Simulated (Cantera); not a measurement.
# Thermodynamics of silicon carbide growth, feed (CH3)2SiCl2 + CH4 + H2

Feed: 1 mol (CH3)2SiCl2, 0.021 mol CH4, 14 mol H2, held at 10.0 Torr.

These are equilibrium values from Cantera (NASA tables, ideal gas, pure condensed phases), not measurements of a reactor. Candidate condensed phases: C, C6H6, C7H8, C8H18, Si, SiC; 109 gas species. The feed counts by its element totals alone. The tables' values for SiCl, SiCl3 are old estimates; treat these amounts as uncertain. Gases not in the tables: Si2H6 and higher silanes. The numbers say what is thermodynamically allowed, not how fast it happens.

```tsv
T (K)	x H2	x H	x HCl	x Si	x Cl	x SiC2	x C2H2 (acetylene)	n C(graphite)	n SiC(s)
1323	0.889	1.30e-5	0.111	2.21e-11	1.35e-6	<1e-12	7.34e-7	1.02	0.997
1423	0.889	5.42e-5	0.110	6.08e-10	5.51e-6	<1e-12	3.05e-6	1.02	0.996
1523	0.889	0.000189	0.110	1.08e-8	1.87e-5	2.28e-11	1.05e-5	1.03	0.993
1623	0.889	0.000564	0.110	1.33e-7	5.48e-5	6.14e-10	3.10e-5	1.03	0.990
1723	0.888	0.00149	0.109	1.23e-6	0.000142	1.12e-8	8.04e-5	1.03	0.986
1823	0.887	0.00353	0.108	8.86e-6	0.000329	1.47e-7	0.000187	1.03	0.980
1923	0.883	0.00767	0.107	5.19e-5	0.000698	1.48e-6	0.000399	1.03	0.973
2023	0.875	0.0154	0.105	0.000255	0.00137	1.17e-5	0.000782	1.03	0.961
2123	0.862	0.0288	0.102	0.00107	0.00251	7.61e-5	0.00143	1.03	0.932
2223	0.837	0.0508	0.0975	0.00397	0.00429	0.000416	0.00243	1.06	0.848
2323	0.794	0.0840	0.0904	0.0131	0.00688	0.00195	0.00384	1.19	0.580
2423	0.726	0.131	0.0814	0.0314	0.0104	0.00647	0.00561	1.46	0
2523	0.660	0.195	0.0753	0.0321	0.0157	0.00888	0.00786	1.26	0
2623	0.579	0.278	0.0658	0.0304	0.0220	0.0110	0.0103	1.01	0
```
x: gas mole fraction; n: condensed amount in mol.

From 1323 K to 2323 K the condensed part is C(graphite) + SiC(s). From 2423 K to 2623 K the condensed part is C(graphite). The main Si-bearing gas is SiCl2 at 1323 K and Si at 2623 K.
